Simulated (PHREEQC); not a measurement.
Solution (55 °C): 7.2 mmol/kgw AlCl3. Closed to the air; pH follows from the charge balance.

All values are PHREEQC results (ion-association model, wateq4f.dat), not measurements.

This is a speciation only: nothing precipitates in the calculation.

### Question
Order these Al species by the share of Al that they hold, largest first: AlOH+2, Al(OH)2+, Al+3.

### Answer
Al+3 (93 %), AlOH+2 (6.4 %), Al(OH)2+ (0.56 %)

The pH is 3.34 and the ionic strength 0.0422 mol/kgw. Saturation is exceeded, for instance for Boehmite (slow to form), Gibbsite (slow to form); the values hold only as long as no solid forms. Species that the database lacks are ignored. At this temperature some constants are extrapolated from 25 °C, and those without enthalpy data are left unchanged.
